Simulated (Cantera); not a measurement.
**SiH2Cl2 + O2 + N2 (silicon oxide and oxynitride deposition)**

Input: 1 mol SiH2Cl2, 0.09 mol O2, 12 mol N2, equilibrated at 1473 K and 1.00 bar.

These are equilibrium values from Cantera (NASA tables, ideal gas, pure condensed phases), not measurements of a reactor. Candidate condensed phases: H2O, NH4Cl, Si, SiO2, Si2N2O, Si3N4; 47 gas species. N2 is the only nitrogen source here; it is nearly inert below about 1500 K, so the nitride shown seldom forms there in practice. Mutual solubility and eutectic melting of coexisting phases are not modelled. The tables' values for SiCl3 are old estimates; treat these amounts as uncertain. Rates play no part.

```yaml
x(N2): 0.863
x(HCl): 0.0959
x(H2): 0.0268
x(SiCl4): 0.0113
x(SiCl3): 0.00189
x(SiCl2): 0.00109
x(SiHCl3): 0.000296
x(Cl): 6.01e-6
x(H): 2.07e-6
n(Si2N2O(s)): 0.180 mol
n(Si3N4(s)): 0.149 mol
gas_amount: 13.36 mol
log10 activity of Si(s) (absent): -3.00
```
